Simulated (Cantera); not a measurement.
A closed system holds: 1 mol SiH₄, 0.27 mol HCl, 4.3 mol H₂, 0.039 mol Cl₂, equilibrated at 1598 K and 0.0100 bar.

Method: chemical equilibrium by Gibbs-energy minimisation in Cantera with the NASA 1993 tables (ideal gas, pure condensed phases). Candidate condensed phases: Si; 19 gas species. The tables' values for SiCl₃, SiCl are old estimates; treat these amounts as uncertain. Equilibrium is a limit: real reactors are often held back by kinetics, nucleation or transport.

Base state: H₂ 0.953, HCl 0.0406, SiCl₂ 0.00595, H 0.000520, SiCl₃ 3.42e-5, Cl 1.75e-5, SiCl 1.30e-5 (mole fractions); condensed: Si(s).

### Question
What changes in the equilibrium state with this change: temperature from 1598 K to 1025 K?

### Answer
| species | before | after |
|---|---|---|
| H₂ | 0.953 | 0.969 |
| HCl | 0.0406 | 0.0223 |
| SiCl₄ | 4.85e-7 | 0.00534 |
| Cl | 1.75e-5 | <1e-9 |
| SiCl | 1.30e-5 | <1e-9 |
| Si(s), mol | 0.960 | 0.942 |
The tables' values for SiCl₃ are old estimates; treat these amounts as uncertain.
